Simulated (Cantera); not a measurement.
Cantera with NASA thermochemical tables; ideal gases at 1 bar, condensed phases pure. Values are per mole of reaction as written; species without (g) are pure solids or liquids, kept so even where they would boil at 1 bar.

Ca + 2 HF(g) ⇌ 2 H(g) + CaF2

```
T (K)  ΔH° (kJ)  ΔS° (J/K)  ΔG° (kJ)  log10 K
-----  --------  ---------  --------  -------
825         [?]        [?]       [?]      [?]
850         [?]        [?]       [?]      [?]
875      -227.3      -59.8    -175.0    10.45
900      -226.4      -58.7    -173.5    10.07
925      -225.4      -57.6    -172.1     9.72
950      -224.4      -56.6    -170.6     9.38
975      -223.5      -55.6    -169.2     9.07
1000        [?]        [?]       [?]      [?]
```

### Question
Some entries are withheld; supply them.

### Answer

- 825, ΔH° (kJ): -229.2
- 825, ΔS° (J/K): -62.0
- 825, ΔG° (kJ): -178.1
- 825, log10 K: 11.27
- 850, ΔH° (kJ): -228.3
- 850, ΔS° (J/K): -60.9
- 850, ΔG° (kJ): -176.5
- 850, log10 K: 10.85
- 1000, ΔH° (kJ): -222.5
- 1000, ΔS° (J/K): -54.6
- 1000, ΔG° (kJ): -167.9
- 1000, log10 K: 8.77
